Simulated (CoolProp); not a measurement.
A single-stage vapour-compression cycle with ammonia: evaporating at 324.15 K (dew point), condensing at 369.15 K (bubble point), superheat 5 K, subcooling 2 K, compressor efficiency 0.85, no pressure losses. Each further row changes one setting.

The numbers come from the reference Helmholtz-energy equation of state, Gao 2020 in CoolProp.

```json
[
 {"case": "as stated", "cooling COP": "4.68", "pressure ratio": "2.77", "discharge temperature (K)": "422.8", "refrigerating effect (kJ/kg)": "828", "volumetric capacity (kJ/m³)": "13000"},
 {"case": "evaporating temperature 329.15 K", "cooling COP": "5.44", "pressure ratio": "2.44", "discharge temperature (K)": "415.9", "refrigerating effect (kJ/kg)": "828", "volumetric capacity (kJ/m³)": "14800"},
 {"case": "condensing temperature 364.15 K", "cooling COP": "5.44", "pressure ratio": "2.50", "discharge temperature (K)": "412.5", "refrigerating effect (kJ/kg)": "858", "volumetric capacity (kJ/m³)": "13500"},
 {"case": "subcooling 7 K", "cooling COP": "4.86", "pressure ratio": "2.77", "discharge temperature (K)": "422.8", "refrigerating effect (kJ/kg)": "859", "volumetric capacity (kJ/m³)": "13500"},
 {"case": "superheat 15 K", "cooling COP": "4.60", "pressure ratio": "2.77", "discharge temperature (K)": "436.3", "refrigerating effect (kJ/kg)": "862", "volumetric capacity (kJ/m³)": "12800"},
 {"case": "compressor efficiency 0.75", "cooling COP": "4.13", "pressure ratio": "2.77", "discharge temperature (K)": "429.8", "refrigerating effect (kJ/kg)": "828", "volumetric capacity (kJ/m³)": "13000"}
]
```
